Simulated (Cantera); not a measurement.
What does this Cantera script print?

```python
import numpy as np
import cantera as ct

gas = ct.Solution("gri30.yaml")
gas.TPX = 475, 460000, {'CH4': 1, 'H2': 0.29, 'O2': 1.95, 'N2': 5.07}
flame = ct.FreeFlame(gas, width=0.014)
flame.set_refine_criteria(ratio=3, slope=0.08, curve=0.16)
flame.transport_model = "mixture-averaged"
flame.solve(loglevel=0, auto=True)
z, T = flame.grid, flame.T
thick = (T[-1] - T[0]) / np.gradient(T, z).max()
show = ['CH4', 'H2', 'O2', 'H2O2', 'CH3', 'NO']
print(f"laminar burning velocity  {flame.velocity[0] * 100:.3f} cm/s")
print(f"burnt temperature         {T[-1]:.1f} K")
print(f"thermal thickness         {thick * 1e3:.4f} mm")
print(f"grid points               {len(z)}")
z0 = z[flame.heat_release_rate.argmax()]
print(f"{'z/mm':>9s}{'T/K':>9s}{'u/(m/s)':>9s}" + "".join(f"{s:>11s}" for s in show))
rows = []
for k in (-3, -2, -1.5, -1, -0.5, -0.25, 0, 0.25, 0.5, 1, 2, 4, 8):
    zz = z0 + k * thick
    rows.append([k * thick, np.interp(zz, z, T), np.interp(zz, z, flame.velocity),
                 *(np.interp(zz, z, flame.X[gas.species_index(s)]) for s in show)])
    print(f"{rows[-1][0] * 1e3:9.3f}{rows[-1][1]:9.1f}{rows[-1][2]:9.3f}" + "".join(f"{x:11.3e}" for x in rows[-1][3:]))
```

Output:

```
laminar burning velocity  110.399 cm/s
burnt temperature         2631.4 K
thermal thickness         0.0680 mm
grid points               162
     z/mm      T/K  u/(m/s)        CH4         H2         O2       H2O2        CH3         NO
   -0.204    475.1    1.104  1.203e-01  3.502e-02  2.346e-01  1.256e-08  4.479e-09  2.056e-10
   -0.136    476.9    1.109  1.202e-01  3.531e-02  2.345e-01  2.178e-07  6.837e-08  3.633e-09
   -0.102    484.8    1.128  1.196e-01  3.575e-02  2.340e-01  1.345e-06  3.975e-07  2.336e-08
   -0.068    557.6    1.301  1.150e-01  3.677e-02  2.293e-01  1.340e-05  5.621e-06  3.121e-07
   -0.034   1069.4    2.532  8.226e-02  3.878e-02  1.865e-01  6.450e-05  4.675e-04  5.624e-06
   -0.017   1581.2    3.790  4.572e-02  3.978e-02  1.329e-01  2.525e-05  2.916e-03  1.451e-05
    0.000   2042.4    4.947  1.190e-02  3.753e-02  7.242e-02  5.514e-06  4.009e-03  2.968e-05
    0.017   2258.4    5.477  1.148e-03  3.091e-02  3.557e-02  1.474e-06  8.743e-04  5.099e-05
    0.034   2332.1    5.634  6.082e-05  2.663e-02  2.140e-02  8.267e-07  6.269e-05  6.887e-05
    0.068   2408.2    5.778  1.639e-07  2.473e-02  1.394e-02  6.397e-07  2.053e-07  8.963e-05
    0.136   2492.8    5.947  2.799e-11  2.320e-02  1.024e-02  5.219e-07  3.984e-11  1.178e-04
    0.272   2568.9    6.101  3.083e-14  2.107e-02  7.367e-03  4.300e-07  1.014e-13  1.660e-04
    0.544   2616.4    6.195  3.544e-14  1.956e-02  5.477e-03  3.665e-07  1.008e-13  2.483e-04
```

Detailed kinetics in Cantera: GRI-Mech 3.0 (53 species, 325 reactions). Burning velocities carry a grid error of a few per cent, more on coarse grids.
